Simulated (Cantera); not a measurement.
**Low-pressure radical oxidation in H2/O2**

An isothermal, constant-pressure homogeneous reactor starts with 0.406 % H2, 76.6 % O2, 23.0 % N2, at 1298 K and 0.0133 bar.

Cantera simulation using GRI-Mech 3.0 (53 species, 325 reactions); the numbers are that mechanism's predictions, not measurements. Radical loss at walls, strong at low pressure, is not modelled.

```tsv
t (s)	x H2	x O2	x NO	x O	x HO2	x H
1.00e-5	0.00406	0.766	<1e-12	2.00e-11	1.58e-10	1.38e-10
4.64e-5	0.00406	0.766	<1e-12	3.21e-10	7.35e-10	4.21e-10
0.000215	0.00406	0.766	<1e-12	3.06e-9	3.41e-9	7.29e-10
0.00100	0.00406	0.766	<1e-12	2.74e-8	1.58e-8	2.11e-9
0.00464	0.00406	0.766	<1e-12	2.07e-6	7.59e-8	1.12e-7
0.0215	1.85e-5	0.762	2.61e-10	0.00359	2.82e-7	8.41e-5
0.100	8.07e-6	0.763	2.64e-9	0.00323	2.47e-7	6.54e-5
0.464	5.15e-6	0.764	1.30e-8	0.00204	1.95e-7	3.29e-5
2.15	1.37e-6	0.765	3.06e-8	0.000529	9.05e-8	4.41e-6
10.0	1.42e-7	0.766	4.28e-8	5.43e-5	1.98e-8	1.46e-7
```
x: mole fraction; the columns are a selection and need not sum to one.

Equilibrium at this temperature and pressure: H2 3.39e-9, O2 0.765, NO 0.000405, O 1.30e-6, HO2 6.64e-9, H 5.44e-10 (gas phase only).
